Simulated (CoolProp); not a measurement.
The fluid at 280.54 K and 0.0269 MPa (gas) is heated at constant pressure to 466.2 K. The same conditions are run with several fluids, on thermodynamics alone (safety and materials aside).

Computed with CoolProp (reference Helmholtz-energy equation of state of each fluid (cis-2-butene: Lemmon 2005; R21: Platzer 1990; isobutane: Bücker 2006; R125: Lemmon 2005)). The equations of Platzer and Polt are older, rougher fits.

### Question
Rank cis-2-butene, R21, isobutane, R125 by heat (kJ/kg), highest first.

### Answer
isobutane (375), cis-2-butene (322), R125 (166), R21 (123)

| fluid | final density (kg/m³) |
|---|---|
| cis-2-butene | 0.390 |
| R21 | 0.715 |
| isobutane | 0.404 |
| R125 | 0.834 |
